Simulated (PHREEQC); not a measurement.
Solution (25 °C): 0.093 mol HF, 0.11 mol NH4F, 3.5e-05 mol H4SiO4 and 0.00085 mol H2SO4 per kg of water. Closed to the air; pH follows from the charge balance.

The numbers come from PHREEQC with the ion-association model, wateq4f.dat.

Each row changes one thing in this solution. Precipitation was switched off in this run.

| case | pH | ionic strength (mol/kgw) | F- (mol/kgw) | HF (mol/kgw) | HF2- (mol/kgw) | H2F2 (mol/kgw) | SI of Quartz (SiO2) |
|---|---|---|---|---|---|---|---|
| as made | 3.24 | 0.111 | 0.0891 | 0.0567 | 0.0199 | 0.00861 | -11.11 |
| HF from 0.093 to 0.0465 mol/kgw | 3.54 | 0.111 | 0.0968 | 0.0308 | 0.0118 | 0.00254 | -10.12 |
| 0.0035 mol/kgw (NH4)2CO3 added | 3.30 | 0.118 | 0.0960 | 0.0524 | 0.0198 | 0.00735 | -11.04 |
| NH4F from 0.11 to 0.099 mol/kgw | 3.19 | 0.100 | 0.0799 | 0.0578 | 0.0181 | 0.00891 | -11.04 |
| H2SO4 replaced by NaHSO4 at the same molality | 3.25 | 0.112 | 0.0899 | 0.0562 | 0.0199 | 0.00845 | -11.10 |
| diluted 10-fold with water | 3.26 | 0.0117 | 0.0111 | 0.00815 | 0.000348 | 0.000174 | -6.78 |
| HF left out | 5.04 | 0.110 | 0.108 | 0.00109 | 0.000461 | 3.16e-6 | -4.40 |
| NH4F replaced by (NH4)2SO4 at the same molality | 2.32 | 0.248 | 0.0122 | 0.0570 | 0.00282 | 0.00897 | -9.49 |

Complexes and solids missing from the database can't appear. wateq4f.dat counts part of the HF as a dimer, H2F2, which phreeqc.dat doesn't know; its constant is uncertain. SiF6-2 is the database's only silicon fluoride.
